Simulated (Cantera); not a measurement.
Input: 1 mol C3H6, 0.51 mol CO2, equilibrated at 1075 °C and 72.0 bar.

Equilibrium computed with Cantera from the NASA thermochemical tables; the gas is ideal and each condensed phase is pure. The ideal-gas law is rough above about 30 bar. Rates play no part.

```csv
species,before,after
H2,0.570,0.636
CO,0.228,0.251
CH4,0.136,0.0854
H2O,0.0546,0.0240
CO2,0.0112,0.00383
C2H4,4.36e-5,7.11e-5
C2H6,5.68e-5,3.50e-5
"C(graphite), mol",2.25,2.28
```
Gas species are given as mole fractions.

Task: Name the change that produced these shifts.
A. pressure from 72.0 bar to 0.0133 bar
B. temperature from 1075 °C to 1200 °C
C. CO2 from 0.51 to 0.16 mol
D. temperature from 1075 °C to 2550 °C

Result: B, temperature from 1075 °C to 1200 °C
